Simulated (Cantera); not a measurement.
An adiabatic, constant-pressure homogeneous reactor starts with CO : H2 : CH4 : O2 : N2 = 1 : 0.042 : 0.047 : 1.86 : 7.01 (molar parts), equivalence ratio 0.33, at 1598 K and 130000 Pa. Integrator tolerance rtol = 1e-08.

Model: GRI-Mech 3.0 (53 species, 325 reactions), integrated in Cantera.

What does this change do: 0.8 parts H2O added?


| quantity | before | after |
|---|---|---|
| time of steepest temperature rise | 43.9 µs | 68.2 µs |
| temperature at 3.00 s | 2388 K | 2313 K |
| equilibrium temperature | 2388 K | 2313 K |
| x(CO) at 3.00 s | 0.00519 (gas-phase equilibrium 0.00519) | 0.00323 (gas-phase equilibrium 0.00323) |
| x(H2) at 3.00 s | 0.000107 (gas-phase equilibrium 0.000107) | 0.000509 (gas-phase equilibrium 0.000509) |
| x(CH4) at 3.00 s | <1e-12 (gas-phase equilibrium <1e-12) | <1e-12 (gas-phase equilibrium <1e-12) |
| x(CO2) at 3.00 s | 0.105 (gas-phase equilibrium 0.105) | 0.0986 (gas-phase equilibrium 0.0986) |
| x(CH2) at 3.00 s | <1e-12 (gas-phase equilibrium <1e-12) | <1e-12 (gas-phase equilibrium <1e-12) |
| x(H2O2) at 3.00 s | 2.80e-8 (gas-phase equilibrium 2.80e-8) | 1.55e-7 (gas-phase equilibrium 1.55e-7) |
| x(HCN) at 3.00 s | 1.05e-12 (gas-phase equilibrium 1.05e-12) | <1e-12 (gas-phase equilibrium <1e-12) |

What does this change do: initial temperature 1598 to 1723 K?


```csv
quantity,before,after
time of steepest temperature rise,43.9 µs,31.4 µs
temperature at 3.00 s,2388 K,2469 K
equilibrium temperature,2388 K,2469 K
x(CO) at 3.00 s,0.00519 (gas-phase equilibrium 0.00519),0.00797 (gas-phase equilibrium 0.00797)
x(H2) at 3.00 s,0.000107 (gas-phase equilibrium 0.000107),0.000155 (gas-phase equilibrium 0.000155)
x(CH4) at 3.00 s,<1e-12 (gas-phase equilibrium <1e-12),<1e-12 (gas-phase equilibrium <1e-12)
x(CO2) at 3.00 s,0.105 (gas-phase equilibrium 0.105),0.102 (gas-phase equilibrium 0.102)
x(CH2) at 3.00 s,<1e-12 (gas-phase equilibrium <1e-12),<1e-12 (gas-phase equilibrium <1e-12)
x(H2O2) at 3.00 s,2.80e-8 (gas-phase equilibrium 2.80e-8),3.21e-8 (gas-phase equilibrium 3.21e-8)
x(HCN) at 3.00 s,1.05e-12 (gas-phase equilibrium 1.05e-12),2.95e-12 (gas-phase equilibrium 2.95e-12)
```
